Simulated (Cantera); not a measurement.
**Stirred combustor or abatement burner**

A perfectly stirred reactor is fed with 3.09 % C₂H₆, 19.7 % O₂, 73.9 % N₂, 3.40 % H₂O, at 9.87 atm; it is adiabatic with a 450 K inlet, and is followed from long to short residence time, starting on the burning branch (τ in s: 0.028, 0.013, 0.0057, 0.0025, 0.0011, 0.00051, 0.00023, 0.0001, 4.6e-05).

Detailed kinetics in Cantera: GRI-Mech 3.0 (53 species, 325 reactions).

```csv
τ (s),T (K),x C₂H₆,x O₂,x H₂O,x CH₂CO,x O,x CH₂O
0.028,1674,2.38e-6,0.0871,0.125,5.07e-6,1.39e-5,5.97e-7
0.013,1671,4.23e-6,0.0872,0.124,9.00e-6,2.11e-5,1.06e-6
0.0057,1667,7.84e-6,0.0875,0.124,1.64e-5,3.36e-5,1.99e-6
0.0025,1660,1.47e-5,0.0879,0.124,2.98e-5,5.30e-5,3.91e-6
0.0011,1646,2.89e-5,0.0888,0.124,5.51e-5,7.99e-5,8.31e-6
0.00051,1615,6.40e-5,0.0908,0.123,0.000110,0.000103,2.04e-5
0.00023,450,0.0309,0.197,0.0340,<1e-12,<1e-12,<1e-12
0.00010,450,0.0309,0.197,0.0340,<1e-12,<1e-12,<1e-12
4.6e-5,450,0.0309,0.197,0.0340,<1e-12,<1e-12,<1e-12
```
x: mole fraction; the columns are a selection and need not sum to one.
